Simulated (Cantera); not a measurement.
Charge: 1 mol Cu, a varied amount of F2, 0.37 mol N2, equilibrated at 0.0218 Torr.

Equilibrium computed with Cantera from the NASA thermochemical tables; the gas is ideal and each condensed phase is pure. Candidate condensed phases: Cu, CuF2; 11 gas species. Rates play no part.

Stable condensed phases, one row left out:

```
T in K \ n(F2) in mol
         0.35 0.54 0.82  1.3  1.9  2.9  4.5
   1423     A    B    B    B    B    B    B
   1373     A    B    B    B    B    B    B
   1323     A    B    B    B    B    B    B
   1273     A    B    B    B    B    B    B
   1223     A    B    B    B    B    B    B
   1173     A    B    B    B    B    B    B
   1123     A    B    B    B    B    B    B
   1073     A    A    B    B    B    B    B
   1023     A    A    B    B    B    B    B
    973     C    C    C    D    D    D    B
    873     C    C    C    D    D    D    D
    823     C    C    C    D    D    D    D
    773     C    C    C    D    D    D    D
```

A: Cu; B: gas only; C: Cu + CuF2; D: CuF2.

**Question.** Give the row for 923 K.

**Answer.** 0.35: Cu + CuF2; 0.54: Cu + CuF2; 0.82: Cu + CuF2; 1.3: CuF2; 1.9: CuF2; 2.9: CuF2; 4.5: CuF2.
